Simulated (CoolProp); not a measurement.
Model: reference Helmholtz-energy equation of state, Thol 2015, in CoolProp.

Problem. Give the vapour pressure (bar), liquid density (kg/m³), liquid cp (kJ/(kg K)), vapour Z of saturated 1,2-dichloroethane at 299.6, 314.9, 368.1 K.

Solution. 
```csv
T (K),p (bar),liquid density (kg/m³),liquid cp (kJ/(kg K)),vapour Z
299.6,0.113,1240,1.30,0.994
314.9,0.223,1220,1.32,0.991
368.1,1.43,1140,1.38,0.962
```
